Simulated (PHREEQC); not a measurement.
Solution (25 °C): 0.056 mmol/kgw Na2CO3. Closed to the air; pH follows from the charge balance.

Equilibrium calculation in PHREEQC: ion-association model, phreeqc.dat.

```yaml
pH: 9.65
ionic_strength: 0.000122 mol/kgw
total_alkalinity: 0.112 meq/kg
```

| species | molality | activity | log γ |
|---|---|---|---|
| Na+ | 0.000112 | 0.000111 | -0.006 |
| OH- | 4.60e-5 | 4.54e-5 | -0.006 |
| HCO3- | 4.59e-5 | 4.53e-5 | -0.006 |
| CO3-2 | 1.00e-5 | 9.53e-6 | -0.022 |
| CO2 | 2.27e-8 | 2.27e-8 | 0.000 |
| NaCO3- | 1.99e-8 | 1.96e-8 | -0.006 |

No solid was allowed to form. Complexes and solids missing from the database can't appear.
